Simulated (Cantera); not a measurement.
Input (Python, Cantera) and output of one run.

```python
import numpy as np
import cantera as ct

gas_names = """
    N NO NO2 NO3 N2 N2O O O2 O3 Pb PbO Pb2
""".split()
cond_names = """
    Pb(cr) Pb(L) PbO(rd) PbO(yw) PbO(L) PbO2(s) Pb3O4(s)
""".split()


# ... load() reads the species with a 1 bar reference pressure and builds the phases ...
atoms = {
    'Pb': {'Pb': 1},
    'O2': {'O': 2},
    'N2': {'N': 2},
}
top_T = {'Pb3O4(s)': 820}  # K; cautious upper limits of use, not melting points


# ... equilibrate(T, P, feed) seeds the gas with the atoms and calls Mixture.equilibrate('TP', solver="vcs", rtol=1e-11, max_steps=5000) ...
results = []
feed = {'Pb': 1, 'O2': 0.3, 'N2': 0.31}  # mol
P = 1000  # Pa
for T in [450, 550, 650, 750, 850, 950, 1050, 1150, 1250, 1350, 1450, 1550]:
    mix = equilibrate(T, P, feed)
    results.append((T, P, feed, dict(zip(mix.species_names, mix.species_moles))))
    x = sorted(zip(gas.X, gas.species_names), reverse=True)
    print(f"T = {T:g} K  P = {P:g} Pa  gas = {mix.phase_moles(0):.4g} mol")
    print("   x: " + "  ".join(f"{s} {v:.3e}" for v, s in x if v > 0.0001))
    print("   condensed (mol): " + ("  ".join(f"{mix.phase(i).name} {mix.phase_moles(i):.4g}"
          for i in range(1, mix.n_phases) if mix.phase_moles(i) > 1e-12) or "none"))
```

It prints:

```
T = 450 K  P = 1000 Pa  gas = 0.31 mol
   x: N2 1.000e+00
   condensed (mol): Pb(cr) 0.4  PbO(rd) 0.6
T = 550 K  P = 1000 Pa  gas = 0.31 mol
   x: N2 1.000e+00
   condensed (mol): Pb(cr) 0.4  PbO(rd) 0.6
T = 650 K  P = 1000 Pa  gas = 0.31 mol
   x: N2 1.000e+00
   condensed (mol): Pb(L) 0.4  PbO(rd) 0.6
T = 750 K  P = 1000 Pa  gas = 0.31 mol
   x: N2 1.000e+00
   condensed (mol): Pb(L) 0.4  PbO(rd) 0.6
T = 850 K  P = 1000 Pa  gas = 0.31 mol
   x: N2 1.000e+00
   condensed (mol): Pb(L) 0.4  PbO(yw) 0.6
T = 950 K  P = 1000 Pa  gas = 0.3102 mol
   x: N2 9.995e-01  Pb 5.032e-04
   condensed (mol): Pb(L) 0.3998  PbO(yw) 0.6
T = 1050 K  P = 1000 Pa  gas = 0.3115 mol
   x: N2 9.952e-01  Pb 4.653e-03  PbO 1.480e-04
   condensed (mol): Pb(L) 0.3986  PbO(yw) 0.6
T = 1150 K  P = 1000 Pa  gas = 0.32 mol
   x: N2 9.687e-01  Pb 2.897e-02  PbO 2.277e-03
   condensed (mol): Pb(L) 0.3907  PbO(yw) 0.5993
T = 1250 K  P = 1000 Pa  gas = 0.3656 mol
   x: N2 8.480e-01  Pb 1.337e-01  PbO 1.827e-02
   condensed (mol): Pb(L) 0.3511  PbO(L) 0.5933
T = 1350 K  P = 1000 Pa  gas = 0.7619 mol
   x: Pb 4.893e-01  N2 4.069e-01  PbO 1.038e-01
   condensed (mol): Pb(L) 0.02715  PbO(L) 0.5209
T = 1450 K  P = 1000 Pa  gas = 1.313 mol
   x: PbO 4.516e-01  Pb 3.097e-01  N2 2.360e-01  O2 2.585e-03
   condensed (mol): none
T = 1550 K  P = 1000 Pa  gas = 1.322 mol
   x: PbO 4.363e-01  Pb 3.203e-01  N2 2.345e-01  O2 8.744e-03  NO 1.726e-04
   condensed (mol): none
```

Cantera equilibrium calculation (NASA polynomials, part measured and part estimated; ideal gas, pure solids and liquids). Each liquid is taken as pure. Mutual solubility and eutectic melting of coexisting phases are not modelled. Gases not in the tables: (PbO)n polymers.
